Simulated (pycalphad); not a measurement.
# Effect of Si content in Mg-Si

CALPHAD calculation (pycalphad, COST 507 light-alloy database (1999)), 1 atm. These are 1990s assessments: newer ones move some temperatures and phases. Amounts are mole fractions of atoms.

```
alloy             liquidus (K)   first solid  solidus (K)                phases at 730 K
----------------  ------------  ------------  -----------  -----------------------------
Mg-19Si (at.%)            1279         MG2SI          912           MG2SI 0.57, hcp 0.43
Mg-28.5Si (at.%)          1341         MG2SI          912           MG2SI 0.85, hcp 0.15
Mg-38Si (at.%)            1342         MG2SI         1217  MG2SI 0.93, diamond (Si) 0.07
Mg-57Si (at.%)            1278  diamond (Si)         1217  MG2SI 0.65, diamond (Si) 0.35
```

Database names, with the compositions (at.%) that they take in these runs: MG2SI: Mg 67 Si 33.
